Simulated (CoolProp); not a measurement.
A single-stage vapour-compression cycle with carbonyl sulfide: evaporating at 204.15 K (dew point), condensing at 259.15 K (bubble point), superheat 10 K, subcooling 5 K, compressor efficiency 0.65, no pressure losses. Each further row changes one setting.

Model: reference Helmholtz-energy equation of state, Lemmon 2006, in CoolProp. It is a short technical equation, of lower accuracy than the large ones.

```csv
case,cooling COP,pressure ratio,discharge temperature (K),refrigerating effect (kJ/kg),volumetric capacity (kJ/m³)
as stated,1.92,10.8,415.8,268,353
evaporating temperature 209.15 K,2.22,8.23,396.9,270,460
condensing temperature 254.15 K,2.16,9.15,399.5,274,361
subcooling 10 K,1.97,10.8,415.8,274,361
superheat 20 K,1.88,10.8,431.5,274,345
compressor efficiency 0.55,1.63,10.8,447.7,268,353
```
